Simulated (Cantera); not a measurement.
Input: 1 mol SiH₂Cl₂, 0.095 mol O₂, 17 mol H₂, held at 900 K and 75.0 Torr.

Method: chemical equilibrium by Gibbs-energy minimisation in Cantera with the NASA 1993 tables (ideal gas, pure condensed phases). Candidate condensed phases: H₂O, Si, SiO₂; 30 gas species. The tables' values for SiCl₃ are old estimates; treat these amounts as uncertain. The numbers say what is thermodynamically allowed, not how fast it happens.

Base state: H₂ 0.966, SiCl₄ 0.0184, SiHCl₃ 0.00936, HCl 0.00538, SiH₂Cl₂ 0.000453, SiCl₃ 0.000125, SiCl₂ 4.07e-5 (mole fractions); condensed: Si(s) + SiO₂(β-quartz).

Q: What changes in the equilibrium state with this change: SiH₂Cl₂ replaced by TEOS?

A: 
| species | before | after |
|---|---|---|
| H₂ | 0.966 | 0.899 |
| CO | 0 | 0.0607 |
| CH₄ | 0 | 0.0252 |
| SiCl₄ | 0.0184 | 0 |
| H₂O | <1e-9 | 0.0132 |
| SiHCl₃ | 0.00936 | 0 |
| HCl | 0.00538 | 0 |
| CO₂ | 0 | 0.00206 |
| Si(s), mol | 0.381 | 0 |
| SiO₂(β-quartz), mol | 0.0950 | 1.00 |
| C(graphite), mol | 0 | 5.53 |
The feed counts by its element totals alone. Further candidate phases: C, C₆H₆, C₇H₈, C₈H₁₈, SiC.

Q: What changes in the equilibrium state with this change: temperature from 900 K to 798.15 K?

A: 
| species | before | after |
|---|---|---|
| H₂ | 0.966 | 0.969 |
| SiCl₄ | 0.0184 | 0.0189 |
| SiHCl₃ | 0.00936 | 0.0100 |
| HCl | 0.00538 | 0.00162 |
| SiCl₂ | 4.07e-5 | 2.75e-6 |
| SiCl₃ | 0.000125 | 2.15e-5 |
| SiH₂Cl₂ | 0.000453 | 0.000427 |
| Si(s), mol | 0.381 | 0.362 |
| SiO₂(β-quartz), mol | 0.0950 | 0 |
| SiO₂(α-quartz), mol | 0 | 0.0950 |

Q: What changes in the equilibrium state with this change: temperature from 900 K to 2050 K?

A: 
```tsv
species	before	after
H₂	0.966	0.893
HCl	0.00538	0.0745
SiCl₂	4.07e-5	0.0141
SiCl₄	0.0184	3.50e-7
SiO	<1e-9	0.00985
H	<1e-9	0.00678
Si	<1e-9	0.000773
SiCl	<1e-9	0.000453
Si(s), mol	0.381	0
SiO₂(β-quartz), mol	0.0950	0
Si(l), mol	0	0.508
```
The tables' values for SiCl, SiCl₃ are old estimates; treat these amounts as uncertain. Gases not in the tables: Si₂H₆ and higher silanes.
